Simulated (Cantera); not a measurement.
**Chemical vapour transport: Fe + HCl + N₂**

Input: 1 mol Fe, 0.64 mol HCl, 4.1 mol N₂, held at 1625 K and 7.50 Torr.

Equilibrium computed with Cantera from the NASA thermochemical tables; the gas is ideal and each condensed phase is pure. Candidate condensed phases: Fe, FeCl₂, FeCl₃, NH₄Cl; 18 gas species. Equilibrium is a limit: real reactors are often held back by kinetics, nucleation or transport.

The x(N₂) comes out as 0.865 and the x(HCl) is 0.0462. The x(FeCl₂) is 0.0443, the x(H₂) is 0.0443 and the x(Fe) comes out as 0.000173. The x(H) is 0.000149 and the x(Cl) comes out as 0.000122. The x(FeCl) is 3.72e-6 and the n(Fe(γ)) is 0.789 mol. The gas amount is 4.741 mol and the log10 activity of FeCl₂(l) (absent) is -4.29.
